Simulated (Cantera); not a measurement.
## Low-pressure radical oxidation in H2/O2

An isothermal, constant-pressure homogeneous reactor starts with H2 : O2 = 0.085 : 1 (molar parts), equivalence ratio 0.043, at 1098 K and 0.0240 bar.

Model: the H2/O2 subset of GRI-Mech 3.0, which has no nitrogen chemistry, integrated in Cantera. Radical loss at walls, strong at low pressure, is not modelled. The temperature is held fixed by assumption; the heat of reaction is taken as removed at once.

| t (s) | x H2 | x O2 | x H2O | x H | x OH |
|---|---|---|---|---|---|
| 1.00e-6 | 0.0783 | 0.922 | <1e-12 | 1.43e-11 | <1e-12 |
| 3.35e-6 | 0.0783 | 0.922 | <1e-12 | 4.66e-11 | 1.83e-12 |
| 1.12e-5 | 0.0783 | 0.922 | 2.55e-12 | 1.45e-10 | 1.81e-11 |
| 3.76e-5 | 0.0783 | 0.922 | 7.39e-11 | 4.31e-10 | 1.46e-10 |
| 0.000126 | 0.0783 | 0.922 | 1.83e-9 | 1.82e-9 | 1.10e-9 |
| 0.000422 | 0.0783 | 0.922 | 1.21e-7 | 5.52e-8 | 3.89e-8 |
| 0.00141 | 0.0704 | 0.916 | 0.00581 | 0.00259 | 0.00159 |
| 0.00474 | 0.00141 | 0.891 | 0.0727 | 0.00885 | 0.00288 |
| 0.0159 | 0.000303 | 0.913 | 0.0799 | 0.000822 | 0.00128 |
| 0.0532 | 2.98e-5 | 0.918 | 0.0813 | 2.58e-5 | 0.000401 |
| 0.178 | 2.88e-6 | 0.918 | 0.0815 | 8.65e-7 | 0.000130 |
| 0.597 | 3.92e-7 | 0.918 | 0.0815 | 4.85e-8 | 4.98e-5 |
| 2.00 | 7.36e-8 | 0.918 | 0.0815 | 4.25e-9 | 2.21e-5 |
x: mole fraction; the columns are a selection and need not sum to one.

Equilibrium at this temperature and pressure: H2 6.93e-10, O2 0.918, H2O 0.0815, H 4.23e-12, OH 2.19e-6 (gas phase only).
